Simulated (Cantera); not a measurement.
Cantera run:

```python
import numpy as np
import cantera as ct

gas_names = """
    C CH CH2 CH3 CH4 C2 C2H C2H2,acetylene C2H2,vinylidene C2H3,vinyl C2H4 C2H5 C2H6 C3 C3H3,propargyl
    C3H4,allene C3H4,propyne C3H4,cyclo- C3H5,allyl C3H6,propylene C3H6,cyclo- C3H7,n-propyl
    C3H7,i-propyl C3H8 C4 C4H2 C4H4,1,3-cyclo- C4H6,butadiene C4H6,2-butyne C4H6,cyclo- C4H8,1-butene
    C4H8,cis2-buten C4H8,tr2-butene C4H8,isobutene C4H8,cyclo- C4H9,n-butyl C4H9,i-butyl C4H9,s-butyl
    C4H9,t-butyl C4H10,isobutane C4H10,n-butane C5 C5H6,1,3cyclo- C5H8,cyclo- C5H10,1-pentene
    C5H10,cyclo- C5H11,pentyl C5H11,t-pentyl C5H12,n-pentane C5H12,i-pentane CH3C(CH3)2CH3 C6H2
    C6H5,phenyl C6H6 C6H10,cyclo- C6H12,1-hexene C6H12,cyclo- C6H13,n-hexyl C7H7,benzyl C7H8
    C7H14,1-heptene C7H15,n-heptyl C7H16,n-heptane C8H8,styrene C8H10,ethylbenz C8H16,1-octene
    C8H17,n-octyl C8H18,isooctane C8H18,n-octane C9H19,n-nonyl C10H8,naphthale C10H21,n-decyl
    C12H9,o-bipheny C12H10,bipheny H H2
""".split()
cond_names = """
    C(gr) C6H6(L) C7H8(L) C8H18(L),n-octa
""".split()


def load(file, names, dense=False):
    # The tables refer to 1 bar. Condensed volumes are neglected.
    table = {s.name: s for s in ct.Species.list_from_file(file)}
    out = []
    for n in names:
        d = dict(table[n].input_data)
        d["thermo"] = dict(d["thermo"], **{"reference-pressure": 1e5})
        if dense:
            d["equation-of-state"] = {"model": "constant-volume", "density": "1e6 g/cm^3"}
        out.append(ct.Species.from_dict(d))
    return out


gas = ct.Solution(thermo="ideal-gas", species=load("nasa_gas.yaml", gas_names))
cond = {s.name: ct.Solution(thermo="fixed-stoichiometry", species=[s], name=s.name)
        for s in load("nasa_condensed.yaml", cond_names, dense=True)}
atoms = {
    'C6H6': {'C': 6, 'H': 6},
    'H2': {'H': 2},
}
top_T = {'C(gr)': 4500}  # K; cautious upper limits of use, not melting points


def equilibrate(T, P, feed):
    n = {}
    for name, mol in feed.items():
        for a, k in atoms[name].items():
            n[a] = n.get(a, 0.0) + k * mol
    gas.TPX = T, P, n
    mass = sum(n.values()) * gas.mean_molecular_weight
    gas.equilibrate("TP")
    valid = [c for c in cond.values() if c.min_temp <= T <= top_T.get(c.name, c.max_temp)]
    mix = ct.Mixture([(gas, mass / gas.mean_molecular_weight)] + [(c, 0.0) for c in valid])
    mix.T, mix.P = T, P
    mix.equilibrate("TP", solver="vcs", rtol=1e-11, max_steps=5000)
    return mix


results = []
feed = {'C6H6': 1, 'H2': 3.9}  # mol
P = 100000  # Pa
for T in [625, 825, 1025, 1225, 1425, 1625, 1825, 2025, 2225, 2425, 2625, 2825]:
    mix = equilibrate(T, P, feed)
    results.append((T, P, feed, dict(zip(mix.species_names, mix.species_moles))))
    x = sorted(zip(gas.X, gas.species_names), reverse=True)
    print(f"T = {T:g} K  P = {P:g} Pa  gas = {mix.phase_moles(0):.4g} mol")
    print("   x: " + "  ".join(f"{s} {v:.3e}" for v, s in x if v > 1e-05))
    print("   condensed (mol): " + ("  ".join(f"{mix.phase(i).name} {mix.phase_moles(i):.4g}"
          for i in range(1, mix.n_phases) if mix.phase_moles(i) > 1e-12) or "none"))
```

Output:

```
T = 625 K  P = 100000 Pa  gas = 3.697 mol
   x: CH4 8.662e-01  H2 1.338e-01
   condensed (mol): C(gr) 2.797
T = 825 K  P = 100000 Pa  gas = 5.055 mol
   x: H2 6.351e-01  CH4 3.649e-01
   condensed (mol): C(gr) 4.155
T = 1025 K  P = 100000 Pa  gas = 6.483 mol
   x: H2 9.357e-01  CH4 6.434e-02
   condensed (mol): C(gr) 5.583
T = 1225 K  P = 100000 Pa  gas = 6.813 mol
   x: H2 9.872e-01  CH4 1.280e-02
   condensed (mol): C(gr) 5.913
T = 1425 K  P = 100000 Pa  gas = 6.874 mol
   x: H2 9.962e-01  CH4 3.740e-03
   condensed (mol): C(gr) 5.974
T = 1625 K  P = 100000 Pa  gas = 6.89 mol
   x: H2 9.984e-01  CH4 1.466e-03  H 7.050e-05  C2H2,acetylene 3.551e-05
   condensed (mol): C(gr) 5.989
T = 1825 K  P = 100000 Pa  gas = 6.897 mol
   x: H2 9.986e-01  CH4 7.070e-04  H 4.401e-04  C2H2,acetylene 2.145e-04
   condensed (mol): C(gr) 5.992
T = 2025 K  P = 100000 Pa  gas = 6.904 mol
   x: H2 9.968e-01  H 1.921e-03  C2H2,acetylene 9.020e-04  CH4 3.949e-04  CH3 1.502e-05
   condensed (mol): C(gr) 5.985
T = 2225 K  P = 100000 Pa  gas = 6.92 mol
   x: H2 9.904e-01  H 6.446e-03  C2H2,acetylene 2.905e-03  CH4 2.445e-04  CH3 3.034e-05
   condensed (mol): C(gr) 5.958
T = 2425 K  P = 100000 Pa  gas = 6.96 mol
   x: H2 9.745e-01  H 1.767e-02  C2H2,acetylene 7.609e-03  CH4 1.615e-04  CH3 5.357e-05  C4H2 2.447e-05
   condensed (mol): C(gr) 5.892
T = 2625 K  P = 100000 Pa  gas = 7.044 mol
   x: H2 9.416e-01  H 4.120e-02  C2H2,acetylene 1.681e-02  C4H2 1.245e-04  CH4 1.099e-04  CH3 8.392e-05  C2H 6.795e-05  C2H2,vinylidene 1.959e-05
   condensed (mol): C(gr) 5.757
T = 2825 K  P = 100000 Pa  gas = 7.203 mol
   x: H2 8.829e-01  H 8.388e-02  C2H2,acetylene 3.200e-02  C4H2 4.829e-04  C2H 3.998e-04  CH3 1.168e-04  CH4 7.410e-05  C2H2,vinylidene 6.563e-05  C3 4.283e-05  CH2 2.496e-05  C3H3,propargyl 1.052e-05
   condensed (mol): C(gr) 5.515
```

These are equilibrium values from Cantera (NASA tables, ideal gas, pure condensed phases), not measurements of a reactor.
